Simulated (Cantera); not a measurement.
Input: 1 mol Si₃H₈, 3.8 mol HCl, 8.2 mol H₂, at 900 Torr.

Equilibrium computed with Cantera from the NASA thermochemical tables; the gas is ideal and each condensed phase is pure. Candidate condensed phases: Si; 19 gas species. The feed counts by its element totals alone. The tables' values for SiCl₃ are old estimates; treat these amounts as uncertain. Kinetics and transport are ignored. All values below are at 1400 K.

Base state: H₂ 0.866, HCl 0.0754, SiCl₂ 0.0193, SiCl₄ 0.0160, SiHCl₃ 0.0130, SiCl₃ 0.00853, SiH₂Cl₂ 0.00159, SiH₃Cl 5.60e-5 (mole fractions); condensed: Si(s).

Task: What changes in the equilibrium state with this change: Si₃H₈ replaced by SiH₄?

Result: 
```
species      before    after
----------  -------  -------
H₂            0.866    0.852
HCl          0.0754   0.0791
SiCl₂        0.0193   0.0217
SiCl₄        0.0160   0.0201
SiCl₃       0.00853   0.0101
SiHCl₃       0.0130   0.0153
SiH₂Cl₂     0.00159  0.00176
SiH₃Cl      5.60e-5  5.79e-5
Si(s), mol     2.10   0.0722
```

Task: What changes in the equilibrium state with this change: H₂ from 8.2 to 310 mol?

Result: 
```
species      before     after
----------  -------  --------
H₂            0.866     0.989
HCl          0.0754    0.0110
SiCl₂        0.0193  0.000359
SiCl₄        0.0160   5.51e-6
SiHCl₃       0.0130   3.52e-5
SiCl₃       0.00853   2.16e-5
SiH₂Cl₂     0.00159   3.37e-5
SiH₃Cl      5.60e-5   9.31e-6
Si(s), mol     2.10      2.85
```
